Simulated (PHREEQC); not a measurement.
Consider water at 93 °C with 0.075 mol KH2PO4, 0.04 mol HF and 0.00013 mol NiSO4 per kg of water. Closed to the air; pH follows from the charge balance.

Equilibrium calculation in PHREEQC: ion-association model, wateq4f.dat.

* **pH**: 3.17
* **ionic strength**: 0.0763 mol/kgw
* **total alkalinity**: -40.0 meq/kg

```tsv
species	molality	activity	log γ
K+	0.0750	0.0567	-0.121
H2PO4-	0.0653	0.0509	-0.108
HF	0.0281	0.0286	0.008
H3PO4	0.00973	0.00990	0.008
F-	0.00945	0.00713	-0.122
HF2-	0.00110	0.000831	-0.122
H+	0.000836	0.000683	-0.088
H2F2	0.000136	0.000139	0.008
Ni+2	0.000122	4.26e-5	-0.456
SO4-2	7.78e-5	2.79e-5	-0.446
KSO4-	3.74e-5	2.92e-5	-0.108
HPO4-2	1.75e-5	6.31e-6	-0.443
```

No solid was allowed to form. H3PO4, which wateq4f.dat lacks, is added to it with the constant of phreeqc.dat. Away from 25 °C the constants follow the database's enthalpies or fits; those with neither stay at their 25 °C values. The database has no phosphate complexes of Ni.
